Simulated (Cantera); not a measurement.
Input: 1 mol SiF4, 5.3 mol NH3, 8.3 mol N2, equilibrated at 925 K and 0.100 bar.

Equilibrium computed with Cantera from the NASA thermochemical tables; the gas is ideal and each condensed phase is pure. Candidate condensed phases: Si, Si3N4; 37 gas species. Equilibrium is a limit: real reactors are often held back by kinetics, nucleation or transport.

Problem. What is the equilibrium state?

Solution. 
- x(N2) = 0.550
- x(H2) = 0.399
- x(SiF4) = 0.0502
- x(HF) = 0.000228
- x(SiHF3) = 5.01e-5
- x(NH3) = 1.86e-5
- n(Si3N4(s)) = 0.000294 mol
- gas amount = 19.90 mol
- log10 activity of Si(s) (absent) = -7.41
